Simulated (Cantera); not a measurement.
# Equilibrium for chlorosilane synthesis and conversion: SiCl4 + H2

Feed: 1 mol SiCl4, 6 mol H2, at 825 K and 0.100 bar.

Method: chemical equilibrium by Gibbs-energy minimisation in Cantera with the NASA 1993 tables (ideal gas, pure condensed phases). Candidate condensed phases: Si; 19 gas species. The tables' values for SiCl3 are old estimates; treat these amounts as uncertain. The numbers say what is thermodynamically allowed, not how fast it happens.

| Property | Result |
|---|---|
| x(H2) | 0.845 |
| x(SiCl4) | 0.131 |
| x(HCl) | 0.0118 |
| x(SiHCl3) | 0.0116 |
| x(SiH2Cl2) | 8.66e-5 |
| x(SiCl3) | 4.51e-5 |
| x(SiCl2) | 1.37e-6 |
| gas amount | 7.000 mol |
| log10 activity of Si(s) (absent) | -2.13 |
